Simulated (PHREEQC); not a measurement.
Model water analysis in mg/L, 25 °C, pH 6.51, pe 9.7:

```csv
constituent,mg/L
Na,0.0131
K,0.00514
Ca,0.00553
Mg,0.00138
Cl,0.014
S(6) as SO4,0.00613
Alkalinity as HCO3,0.0337
Si as SiO2,9.01e-06
Br,8.48e-05
Cu(2),0.00164
Pb,0.000186
O(0) (dissolved oxygen),1.07e-05
```

Valence states are taken as typed.

Equilibrium calculation in PHREEQC: ion-association model, wateq4f.dat.

Precipitation was switched off in this run.

**Question.** Order these Pb species by the share of Pb that they hold, largest first: Pb+2, PbOH+, PbCO3.

**Answer.** Pb+2 (94 %), PbOH+ (5.9 %), PbCO3 (0.20 %)

The ionic strength is 1.69e-6 mol/kgw. The database's constant for dissolved Cu(OH)2 is higher than later reviews accept.
